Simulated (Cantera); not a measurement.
What does this Cantera script print?

```python
import numpy as np
import cantera as ct

gas = ct.Solution("h2o2.yaml")
gas.TPX = 400, 100000, {'H2': 1, 'O2': 0.2, 'N2': 0.752}
flame = ct.FreeFlame(gas, width=0.04)
flame.set_refine_criteria(ratio=3, slope=0.08, curve=0.16)
flame.transport_model = "mixture-averaged"
flame.solve(loglevel=0, auto=True)
z, T = flame.grid, flame.T
thick = (T[-1] - T[0]) / np.gradient(T, z).max()
show = ['H2', 'O2', 'HO2', 'H2O2', 'OH', 'H']
print(f"laminar burning velocity  {flame.velocity[0] * 100:.3f} cm/s")
print(f"burnt temperature         {T[-1]:.1f} K")
print(f"thermal thickness         {thick * 1e3:.4f} mm")
print(f"grid points               {len(z)}")
z0 = z[flame.heat_release_rate.argmax()]
print(f"{'z/mm':>9s}{'T/K':>9s}{'u/(m/s)':>9s}" + "".join(f"{s:>11s}" for s in show))
rows = []
for k in (-3, -2, -1.5, -1, -0.5, -0.25, 0, 0.25, 0.5, 1, 2, 4, 8):
    zz = z0 + k * thick
    rows.append([k * thick, np.interp(zz, z, T), np.interp(zz, z, flame.velocity),
                 *(np.interp(zz, z, flame.X[gas.species_index(s)]) for s in show)])
    print(f"{rows[-1][0] * 1e3:9.3f}{rows[-1][1]:9.1f}{rows[-1][2]:9.3f}" + "".join(f"{x:11.3e}" for x in rows[-1][3:]))
```

Output:

```
laminar burning velocity  421.246 cm/s
burnt temperature         1967.5 K
thermal thickness         0.3948 mm
grid points               129
     z/mm      T/K  u/(m/s)         H2         O2        HO2       H2O2         OH          H
   -1.184    400.0    4.212  5.123e-01  1.025e-01  5.786e-13  1.574e-14  5.442e-16  2.938e-16
   -0.790    400.0    4.212  5.123e-01  1.025e-01  5.737e-11  1.694e-12  3.747e-14  2.057e-14
   -0.592    400.0    4.212  5.123e-01  1.025e-01  1.298e-09  3.955e-11  6.209e-13  3.492e-13
   -0.395    400.2    4.214  5.122e-01  1.025e-01  1.914e-07  6.055e-09  8.834e-11  1.352e-10
   -0.197    436.8    4.559  5.066e-01  1.030e-01  2.490e-04  1.447e-05  4.619e-05  5.480e-05
   -0.099    715.0    7.248  4.738e-01  9.582e-02  2.066e-04  3.900e-05  5.951e-04  5.235e-03
    0.000   1092.4   10.787  4.042e-01  6.885e-02  7.869e-05  3.416e-06  9.190e-04  2.935e-02
    0.099   1352.7   13.281  3.333e-01  2.681e-02  2.742e-05  6.255e-07  1.653e-03  5.738e-02
    0.197   1475.0   14.452  3.052e-01  6.642e-03  6.531e-06  3.009e-07  1.625e-03  6.621e-02
    0.395   1576.6   15.368  3.022e-01  4.796e-04  4.449e-07  1.799e-07  1.620e-03  6.048e-02
    0.790   1672.8   16.197  3.102e-01  6.970e-05  7.248e-08  1.233e-07  1.634e-03  4.781e-02
    1.579   1763.7   16.962  3.188e-01  3.946e-05  4.374e-08  7.105e-08  1.471e-03  3.481e-02
    3.158   1840.4   17.594  3.263e-01  1.973e-05  2.404e-08  3.508e-08  1.165e-03  2.345e-02
```

Computed with Cantera and the H2/O2 subset of GRI-Mech 3.0, which has no nitrogen chemistry. Burning velocities carry a grid error of a few per cent, more on coarse grids.
